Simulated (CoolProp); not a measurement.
Saturation properties of the fluoroketone C6F12O (FK-5-1-12).

Computed with CoolProp (reference Helmholtz-energy equation of state, McLinden 2015).

| T (°C) | p (bar) | liquid density (kg/m³) | vapour density (kg/m³) | enthalpy of vaporisation (kJ/kg) | liquid cp (kJ/(kg K)) |
|---|---|---|---|---|---|
| 51.35 | 1.097 | 1519 | 13.79 | 87.26 | 1.124 |
| 59.65 | 1.443 | 1492 | 17.97 | 84.70 | 1.133 |
| 67.95 | 1.869 | 1463 | 23.12 | 82.05 | 1.143 |
| 76.25 | 2.385 | 1433 | 29.41 | 79.27 | 1.155 |
| 84.55 | 3.004 | 1402 | 37.06 | 76.34 | 1.168 |
| 92.95 | 3.747 | 1368 | 46.44 | 73.19 | 1.184 |
| 101.25 | 4.612 | 1333 | 57.67 | 69.86 | 1.201 |
| 109.55 | 5.620 | 1296 | 71.29 | 66.28 | 1.223 |
| 117.85 | 6.786 | 1256 | 87.90 | 62.38 | 1.249 |
| 126.15 | 8.129 | 1213 | 108.4 | 58.09 | 1.282 |
| 134.45 | 9.666 | 1164 | 134.0 | 53.26 | 1.328 |

It boils at 49.1 °C under 1 atm.
